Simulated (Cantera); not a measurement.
Charge: 1 mol Si, 3.1 mol H2, equilibrated at 750 K and 1580 Torr.

Equilibrium computed with Cantera from the NASA thermochemical tables; the gas is ideal and each condensed phase is pure. Candidate condensed phases: Si; 9 gas species. Rates play no part.

What is the equilibrium state?


```
Property        Value
----------  ---------
x(H2)            1.00
n(Si(s))    1.000 mol
gas amount  3.100 mol
```
